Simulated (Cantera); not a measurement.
An isothermal, constant-pressure homogeneous reactor starts with 85.4 % NH3, 14.6 % N2, at 1925 K and 1800 Pa.

Detailed kinetics in Cantera: the gas-phase N/H chemistry of the illustrative SiF4/NH3 mechanism in the Surface Chemkin manual (1991). Walls and surfaces, which speed up NH3 decomposition in real reactors, are not modelled.

Q: Predict: x(NH3) at 10.0 s; x(NH) at 10.0 s; x(NH2) at 10.0 s; x(H) at 10.0 s; x(H2) at 10.0 s.

A: 
| Item | Result |
|---|---|
| x(NH3) at 10.0 s | 0.0224 (gas-phase equilibrium 1.29e-7) |
| x(NH) at 10.0 s | 4.20e-6 (gas-phase equilibrium 1.04e-9) |
| x(NH2) at 10.0 s | 8.41e-5 (gas-phase equilibrium 3.17e-9) |
| x(H) at 10.0 s | 0.000893 (gas-phase equilibrium 0.00594) |
| x(H2) at 10.0 s | 0.672 (gas-phase equilibrium 0.686) |
